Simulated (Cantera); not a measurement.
A perfectly stirred reactor is fed with CO : O₂ : H₂O : N₂ = 0.0065 : 0.004 : 0.098 : 1 (molar parts), equivalence ratio 0.81, at 10.0 bar; it is held at 950 K, and followed from long to short residence time.

Cantera simulation using GRI-Mech 3.0 (53 species, 325 reactions); the numbers are that mechanism's predictions, not measurements.

Task: What does this change do: 0.025 parts H2 added?

Result: 
| quantity | before | after |
|---|---|---|
| x(CO) at τ = 14.0 s | 0.00236 | 0.00377 |
| x(O₂) at τ = 14.0 s | 0.00187 | 6.77e-5 |
| x(H₂O) at τ = 14.0 s | 0.0885 | 0.0917 |
| x(CO₂) at τ = 14.0 s | 0.00352 | 0.00198 |
| x(NO₂) at τ = 14.0 s | 4.28e-12 | <1e-12 |
| x(CO) at τ = 78.0 ms | 0.00584 | 0.00554 |
| x(O₂) at τ = 78.0 ms | 0.00360 | 0.00299 |
| x(H₂O) at τ = 78.0 ms | 0.0884 | 0.0873 |
| x(CO₂) at τ = 78.0 ms | 2.45e-5 | 0.000197 |
| x(NO₂) at τ = 78.0 ms | <1e-12 | <1e-12 |
The hydrogen kinetics of GRI-Mech 3.0 are dated; newer H2 mechanisms differ, most at raised pressure.
